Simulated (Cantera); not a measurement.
# Low-pressure radical oxidation in H2/O2

An isothermal, constant-pressure homogeneous reactor starts with 20.6 % H2, 79.4 % O2, at 1348 K and 900 Pa.

Detailed kinetics in Cantera: the H2/O2 subset of GRI-Mech 3.0, which has no nitrogen chemistry. Radical loss at walls, strong at low pressure, is not modelled. The temperature is held fixed by assumption; the heat of reaction is taken as removed at once.

```json
[
 {"t (s)": "2.00e-5", "x H2": "0.206", "x O2": "0.794", "x H": "2.15e-8", "x H2O2": "8.80e-12", "x O": "4.57e-9", "x OH": "4.12e-9"},
 {"t (s)": "5.73e-5", "x H2": "0.206", "x O2": "0.794", "x H": "6.70e-8", "x H2O2": "7.18e-11", "x O": "3.10e-8", "x OH": "2.51e-8"},
 {"t (s)": "0.000164", "x H2": "0.206", "x O2": "0.794", "x H": "4.94e-7", "x H2O2": "5.80e-10", "x O": "3.26e-7", "x OH": "2.44e-7"},
 {"t (s)": "0.000470", "x H2": "0.206", "x O2": "0.794", "x H": "6.95e-5", "x H2O2": "4.64e-9", "x O": "4.82e-5", "x OH": "3.56e-5"},
 {"t (s)": "0.00135", "x H2": "0.0130", "x O2": "0.668", "x H": "0.0656", "x H2O2": "1.83e-7", "x O": "0.0842", "x OH": "0.0169"},
 {"t (s)": "0.00385", "x H2": "0.0100", "x O2": "0.670", "x H": "0.0588", "x H2O2": "1.65e-7", "x O": "0.0850", "x OH": "0.0154"},
 {"t (s)": "0.0110", "x H2": "0.00885", "x O2": "0.686", "x H": "0.0461", "x H2O2": "1.76e-7", "x O": "0.0717", "x OH": "0.0147"},
 {"t (s)": "0.0316", "x H2": "0.00584", "x O2": "0.719", "x H": "0.0222", "x H2O2": "1.91e-7", "x O": "0.0436", "x OH": "0.0122"},
 {"t (s)": "0.0906", "x H2": "0.00178", "x O2": "0.755", "x H": "0.00340", "x H2O2": "1.52e-7", "x O": "0.0124", "x OH": "0.00687"},
 {"t (s)": "0.259", "x H2": "0.000247", "x O2": "0.767", "x H": "0.000171", "x H2O2": "6.58e-8", "x O": "0.00170", "x OH": "0.00258"},
 {"t (s)": "0.743", "x H2": "3.42e-5", "x O2": "0.769", "x H": "8.85e-6", "x H2O2": "2.23e-8", "x O": "0.000235", "x OH": "0.000964"},
 {"t (s)": "2.13", "x H2": "6.49e-6", "x O2": "0.770", "x H": "7.33e-7", "x H2O2": "7.65e-9", "x O": "4.47e-5", "x OH": "0.000421"},
 {"t (s)": "6.10", "x H2": "1.64e-6", "x O2": "0.770", "x H": "9.33e-8", "x H2O2": "2.91e-9", "x O": "1.13e-5", "x OH": "0.000212"},
 {"t (s)": "17.5", "x H2": "6.56e-7", "x O2": "0.770", "x H": "2.37e-8", "x H2O2": "1.64e-9", "x O": "4.54e-6", "x OH": "0.000134"},
 {"t (s)": "50.0", "x H2": "5.50e-7", "x O2": "0.770", "x H": "1.82e-8", "x H2O2": "1.50e-9", "x O": "3.80e-6", "x OH": "0.000123"}
]
```
x: mole fraction; the columns are a selection and need not sum to one.

Equilibrium at this temperature and pressure: H2 5.49e-7, O2 0.770, H 1.82e-8, H2O2 1.50e-9, O 3.80e-6, OH 0.000123 (gas phase only).
